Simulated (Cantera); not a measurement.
Charge: 1 mol CH3Cl, 0.37 mol F2, held at 2723 K and 0.133 bar.

These are equilibrium values from Cantera (NASA tables, ideal gas, pure condensed phases), not measurements of a reactor. Candidate condensed phases: C, C6H6, C7H8, C8H18; 118 gas species. Kinetics and transport are ignored.

Question: What is the equilibrium state?

Answer: 
```
Property                Result
-------------------  ---------
x(HCl)                   0.312
x(HF)                    0.287
x(H2)                    0.235
x(H)                    0.0823
x(Cl)                   0.0758
x(C2H2 (acetylene))    0.00603
x(F)                  0.000357
x(C2H)                0.000233
x(C2HCl)              0.000128
n(C(graphite))       0.965 mol
gas amount           2.575 mol
```
